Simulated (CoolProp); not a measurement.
Computed with CoolProp (reference Helmholtz-energy equation of state, Smukala 2000).

Task: Give the vapour pressure (MPa), vapour Z, surface tension (mN/m) of saturated ethylene at 240.7 K.

Result: 
```csv
T (K),p (MPa),vapour Z,surface tension (mN/m)
240.7,1.81,0.750,5.08
```

Surface tension comes from a separate correlation (Mulero 2012).
